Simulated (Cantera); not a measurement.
Cantera run:

```python
import numpy as np
import cantera as ct

gas_names = """
    CL CL2 H HCL H2 N NH NH2 NH3 N2 N2H2 N2H4 Si SiCL SiCL2 SiCL3 SiCL4 SiH SiHCL3 SiH2 SiH2CL2 SiH3
    SiH3CL SiH4 SiN Si2 Si2N Si3
""".split()
cond_names = """
    NH4CL(a) NH4CL(b) Si(cr) Si(L) Si3N4(a)
""".split()


# ... load() reads the species with a 1 bar reference pressure and builds the phases ...
atoms = {
    'Si3H8': {'Si': 3, 'H': 8},
    'HCl': {'H': 1, 'CL': 1},
    'N2': {'N': 2},
    'Cl2': {'CL': 2},
}
top_T = {'Si3N4(a)': 2400}  # K; cautious upper limits of use, not melting points


# ... equilibrate(T, P, feed) seeds the gas with the atoms and calls Mixture.equilibrate('TP', solver="vcs", rtol=1e-11, max_steps=5000) ...
results = []
feed = {'Si3H8': 1, 'HCl': 0.25, 'N2': 9.9, 'Cl2': 0.011}  # mol
T = 925  # K
P = 200000  # Pa
mix = equilibrate(T, P, feed)
results.append((T, P, feed, dict(zip(mix.species_names, mix.species_moles))))
print(gas.report(threshold=1e-05))
for i in range(1, mix.n_phases):
    print(f"{mix.phase(i).name:16s} {mix.phase_moles(i):12.5e} mol")
```

Result:

```
       temperature   925 K
          pressure   2e+05 Pa
           density   0.5118 kg/m^3
  mean mol. weight   19.681 kg/kmol
   phase of matter   gas

                          1 kg             1 kmol
                     ---------------   ---------------
          enthalpy        8.5091e+05        1.6747e+07  J
   internal energy        4.6013e+05        9.0559e+06  J
           entropy             10448        2.0563e+05  J/K
    Gibbs function       -8.8136e+06       -1.7346e+08  J
 heat capacity c_p            1602.1             31530  J/K
 heat capacity c_v            1179.6             23216  J/K

                      mass frac. Y      mole frac. X     chem. pot. / RT
                     ---------------   ---------------   ---------------
               HCL          0.041433          0.022367           -39.194
                H2          0.033564           0.32767           -17.738
               NH3        0.00026021         0.0003007           -38.808
                N2           0.92473           0.64966           -24.403
     [  +24 minor]        1.4711e-05        1.7224e-06

Si(cr)            0.00000e+00 mol
Si3N4(a)          9.99993e-01 mol
```

Cantera equilibrium calculation (NASA polynomials, part measured and part estimated; ideal gas, pure solids and liquids). The feed counts by its element totals alone. N2 is the only nitrogen source here; it is nearly inert below about 1500 K, so the nitride shown seldom forms there in practice.
